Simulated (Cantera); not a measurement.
Input (Python, Cantera) and output of one run.

```python
import numpy as np
import cantera as ct

gas_names = """
    VO2 NO H NH3
""".split()
cond_names = """
    V2O5(s) V2O5(L)
""".split()


def load(file, names, dense=False):
    # The tables refer to 1 bar. Condensed volumes are neglected.
    table = {s.name: s for s in ct.Species.list_from_file(file)}
    out = []
    for n in names:
        d = dict(table[n].input_data)
        d["thermo"] = dict(d["thermo"], **{"reference-pressure": 1e5})
        if dense:
            d["equation-of-state"] = {"model": "constant-volume", "density": "1e6 g/cm^3"}
        out.append(ct.Species.from_dict(d))
    return out


species = {s.name: s for s in load("nasa_gas.yaml", gas_names) + load("nasa_condensed.yaml", cond_names)}
# Each term lists the table entries of one substance; the one whose range holds T is used.
reactions = {
    '2 VO2(g) + NO(g) + 3 H(g) = NH3(g) + V2O5':
        [(-2, ['VO2']), (-1, ['NO']), (-3, ['H']), (1, ['NH3']), (1, ['V2O5(s)', 'V2O5(L)'])],
}


def pick(names, T):
    return next(species[n] for n in names if species[n].thermo.min_temp <= T <= species[n].thermo.max_temp)


results = []
for label, terms in reactions.items():
    print(label)
    print("     T/K   dH/kJ  dS/(J/K)   dG/kJ   log10 K")
    for T in [300, 923, 998, 1073, 1148, 1223, 1298]:
        used = [(nu, pick(names, T)) for nu, names in terms]
        dH = sum(nu * s.thermo.h(T) for nu, s in used) / 1e6
        dS = sum(nu * s.thermo.s(T) for nu, s in used) / 1e3
        dG = dH - T * dS / 1e3
        logK = -dG * 1e6 / (ct.gas_constant * T * np.log(10))
        results.append((label, T, dH, dS, dG, logK, [s.name for _, s in used]))
        print(f"{T:8g} {dH:8.1f} {dS:8.1f} {dG:8.1f} {logK:8.2f}")
```

Result:

```
2 VO2(g) + NO(g) + 3 H(g) = NH3(g) + V2O5
     T/K   dH/kJ  dS/(J/K)   dG/kJ   log10 K
     300  -1876.6   -762.2  -1647.9   286.92
     923  -1867.8   -750.5  -1175.1    66.50
     998  -1800.6   -679.2  -1122.7    58.76
    1073  -1797.6   -676.4  -1071.9    52.18
    1148  -1794.6   -673.6  -1021.2    46.47
    1223  -1791.5   -671.0   -970.8    41.46
    1298  -1788.3   -668.5   -920.6    37.05
```

Standard-state values (1 bar) from the NASA 1993 polynomials, evaluated with Cantera. Condensed species are held in their standard states even where they would react or evaporate.
